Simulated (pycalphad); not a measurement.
**Effect of Al content in Si-Al**

Computed with pycalphad from the COST 507 light-alloy database (1999), at 1 atm. These are 1990s assessments: newer ones move some temperatures and phases. Amounts are mole fractions of atoms.

**Question.** One of these alloys has its liquidus at 1231 °C, its solidus at 577 °C, and holds DIAMOND_A4 0.62, LIQUID 0.38 at 677 °C. Which?
A) Si-61.45Al (wt.%)
B) Si-30.35Al (wt.%)
C) Si-45.8Al (wt.%)

**Answer.** B, Si-30.35Al (wt.%). The others: Si-45.8Al (wt.%), liquidus 1095, solidus 577; Si-61.45Al (wt.%), liquidus 925, solidus 577

DIAMOND_A4 is diamond (Si).
